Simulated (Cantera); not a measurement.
An isothermal, constant-pressure homogeneous reactor starts with C2H6 : N2 = 1 : 20 (molar parts), at 1825 K and 1.00 bar.

Model: GRI-Mech 3.0 (53 species, 325 reactions), integrated in Cantera. GRI-Mech 3.0 stops at C3 and has no aromatics, soot or wall deposition, so with more carbon than oxygen in the feed, carbon stays in small species such as C2H2 where larger ones or solid carbon would form.

One state of this run: x C2H6 = 2.12e-5; x C2H2 = 0.0348; x C2H4 = 0.00235; x CH2 = 8.63e-7; x H2 = 0.0652; x C2H = 6.14e-7. x: mole fraction; the columns are a selection and need not sum to one.

Task: Which value of t (s) does it belong to?
A. 8.00e-6
B. 0.299
C. 0.000267
D. 0.000862

Result: C, 0.000267
